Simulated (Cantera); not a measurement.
A freely propagating, adiabatic, planar premixed flame of 37.6 % H2, 10.2 % O2, 30.7 % N2, 21.5 % H2O, unburnt at 600 K and 0.132 atm; mixture-averaged transport, grid criteria slope 0.08 and curve 0.16, no radiation.

Cantera simulation using the H2/O2 subset of GRI-Mech 3.0, which has no nitrogen chemistry; the numbers are that mechanism's predictions, not measurements. Burning velocities carry a grid error of a few per cent, more on coarse grids.

Question: Predict: laminar burning velocity; thermal thickness; peak x(H); peak x(O); peak x(HO2).

Answer: 
```
Property                     Value
------------------------  --------
laminar burning velocity  622 cm/s
thermal thickness          5.48 mm
peak x(H)                   0.0898
peak x(O)                  0.00398
peak x(HO2)                9.16e-5
```
